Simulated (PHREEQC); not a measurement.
Dissolve 0.00032 mol/kgw PbCl2, 0.071 mol/kgw NaCl and 0.0027 mol/kgw Cu(NO3)2 at 25 °C. Closed to the air; pH follows from the charge balance.

All values are PHREEQC results (ion-association model, wateq4f.dat), not measurements.

```csv
quantity,before,after
pH,5.16,5.20
Cu+2 (mol/kgw),0.00248,0.00253
CuCl+ (mol/kgw),0.000202,0.000162
CuCl2 (mol/kgw),4.67e-6,3.54e-6
Cu2(OH)2+2 (mol/kgw),2.59e-6,1.97e-6
CuOH+ (mol/kgw),1.95e-6,2.20e-6
SI of Tenorite (CuO),-0.27,-0.37
SI of Atacamite (Cu2(OH)3Cl),+0.94,+0.85
```

**Question.** What was changed between the two runs?
A. temperature from 25 to 80 °C
B. diluted 5-fold with water
C. PbCl2 replaced by LiCl at the same molality
D. temperature from 25 to 20 °C
E. temperature from 25 to 60 °C

**Answer.** D, temperature from 25 to 20 °C

No solid was allowed to form. Some of these states are supersaturated (in Atacamite, for instance).
